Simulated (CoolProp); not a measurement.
A single-stage vapour-compression cycle with R124: evaporating at 236.15 K (dew point), condensing at 290.15 K (bubble point), superheat 10 K, subcooling 8 K, compressor efficiency 0.6, no pressure losses. Each further row changes one setting.

The numbers come from the reference Helmholtz-energy equation of state, de Vries 1995 in CoolProp.

```csv
case,cooling COP,pressure ratio,discharge temperature (K),refrigerating effect (kJ/kg),volumetric capacity (kJ/m³)
as stated,2.23,9.54,334.7,135,284
evaporating temperature 241.15 K,2.57,7.36,330.1,138,370
condensing temperature 285.15 K,2.52,8.07,327.9,140,295
subcooling 13 K,2.32,9.54,334.7,140,295
superheat 20 K,2.25,9.54,346.1,142,286
compressor efficiency 0.5,1.86,9.54,349.5,135,284
```
